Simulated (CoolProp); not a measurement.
Nitrous oxide along the isobar 19000 kPa: Z from the reference equation and from simpler models built on Tc = 36.4 °C, pc = 7245 kPa, ω = 0.161; each cubic takes its own stable root.

Computed with CoolProp (reference Helmholtz-energy equation of state, Lemmon 2006). It is a short technical equation, of lower accuracy than the large ones.

```
T (°C)          phase  reference
------  -------------  ---------
-53.05         liquid     0.3949
-18.05         liquid     0.3751
16.85          liquid     0.3738
51.85   supercritical     0.4015
86.85   supercritical     0.4948
121.85  supercritical     0.6388
156.85  supercritical     0.7495
191.85  supercritical     0.8248
226.85  supercritical     0.8775
```

Question: How far does each simpler model (van der Waals, Redlich-Kwong, Soave-Redlich-Kwong, Peng-Robinson) lie from the reference over these 9 states: mean and median of the absolute difference, and the worst?

Answer: 
- van der Waals: mean 24.2 %, median 12.5 %, worst +52.9 % at -53.05 °C and 19000 kPa
- Redlich-Kwong: mean 5.7 %, median 6.2 %, worst +10.9 % at 51.85 °C and 19000 kPa
- Soave-Redlich-Kwong: mean 8.4 %, median 7.3 %, worst +13.3 % at 86.85 °C and 19000 kPa
- Peng-Robinson: mean 2.8 %, median 2.5 %, worst -5.3 % at -53.05 °C and 19000 kPa
